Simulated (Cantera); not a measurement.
NaCl + HCl + N₂ (halide evaporation, hydrolysis and transport)

Charge: 1 mol NaCl, 0.027 mol HCl, 5 mol N₂, held at 55.0 Pa.

Method: chemical equilibrium by Gibbs-energy minimisation in Cantera with the NASA 1993 tables (ideal gas, pure condensed phases). Candidate condensed phases: NH₄Cl, Na, NaCl; 17 gas species. Kinetics and transport are ignored.

From 350 °C to 650 °C the condensed part is NaCl(s). From 750 °C to 1550 °C nothing is condensed. The main Na-bearing gas is NaCl throughout.

```csv
T (°C),x N₂,x NaCl,x Na₂Cl₂,x Cl,n NaCl(s)
350,0.995,1.14e-8,9.44e-10,1.11e-11,1.00
450,0.995,4.47e-6,6.80e-7,8.35e-10,1.000
550,0.994,0.000393,9.27e-5,1.76e-8,0.997
650,0.978,0.0126,0.00410,1.77e-7,0.893
750,0.852,0.116,0.0274,1.04e-6,0
850,0.835,0.155,0.00620,4.85e-6,0
950,0.831,0.164,0.00124,1.83e-5,0
1050,0.830,0.165,0.000294,6.03e-5,0
1150,0.830,0.166,8.44e-5,0.000183,0
1250,0.829,0.165,2.85e-5,0.000517,0
1350,0.829,0.164,1.09e-5,0.00135,0
1450,0.827,0.162,4.63e-6,0.00322,0
1550,0.824,0.158,2.10e-6,0.00701,0
```
x: gas mole fraction; n: condensed amount in mol.
